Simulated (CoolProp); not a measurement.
A simple Rankine cycle with R22: condensing at 307.15 K, boiler at 3.1 MPa, turbine inlet 494.7 K, turbine efficiency 0.85, pump efficiency 0.8, no recuperator. Each further row changes one setting.

Computed with CoolProp (reference Helmholtz-energy equation of state, Kamei 1995).

```json
[
 {"case": "as stated", "thermal efficiency (%)": "___", "net work (kJ/kg)": "28.7", "heat in (kJ/kg)": "321", "turbine exit temperature (K)": "449.1", "volume ratio over the turbine": "2.20"},
 {"case": "condensing temperature 299.15 K", "thermal efficiency (%)": "10.8", "net work (kJ/kg)": "35.6", "heat in (kJ/kg)": "331", "turbine exit temperature (K)": "438.9", "volume ratio over the turbine": "2.66"},
 {"case": "boiler pressure 2.17 MPa", "thermal efficiency (%)": "5.4", "net work (kJ/kg)": "17.6", "heat in (kJ/kg)": "326", "turbine exit temperature (K)": "___", "volume ratio over the turbine": "___"},
 {"case": "turbine efficiency 0.75", "thermal efficiency (%)": "7.8", "net work (kJ/kg)": "25.1", "heat in (kJ/kg)": "321", "turbine exit temperature (K)": "453.4", "volume ratio over the turbine": "2.22"}
]
```

**Question.** What belongs in the gaps?

**Answer.** 
- as stated, thermal efficiency (%): 8.9
- boiler pressure 2.17 MPa, turbine exit temperature (K): 468.6
- boiler pressure 2.17 MPa, volume ratio over the turbine: 1.58
